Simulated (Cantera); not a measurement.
**Equilibrium for nitride etching: AlN + H2**

Charge: 1 mol AlN, 1.4 mol H2, at 0.133 bar.

Method: chemical equilibrium by Gibbs-energy minimisation in Cantera with the NASA 1993 tables (ideal gas, pure condensed phases). Candidate condensed phases: Al, AlN; 13 gas species. Rates play no part.

From 800 K to 2000 K the condensed part is AlN(s).

```
T (K)   x H2      x Al       x H      x N2     x AlH  n AlN(s)
-----  -----  --------  --------  --------  --------  --------
800     1.00    <1e-12  7.93e-12    <1e-12    <1e-12      1.00
950     1.00    <1e-12   1.52e-9    <1e-12    <1e-12      1.00
1100    1.00  1.02e-11   7.08e-8    <1e-12  3.75e-11      1.00
1250   1.000   1.30e-9   1.32e-6   1.22e-9   1.84e-9      1.00
1400   1.000   1.10e-7   1.33e-5   9.00e-8   7.35e-8      1.00
1550   1.000   4.00e-6   8.63e-5   2.72e-6   1.46e-6     1.000
1700   0.999   7.54e-5  0.000403   4.60e-5   1.67e-5     1.000
1850   0.997  0.000868   0.00147  0.000497  0.000126     0.999
2000   0.984   0.00686   0.00442   0.00378  0.000695     0.989
```
x: gas mole fraction; n: condensed amount in mol.
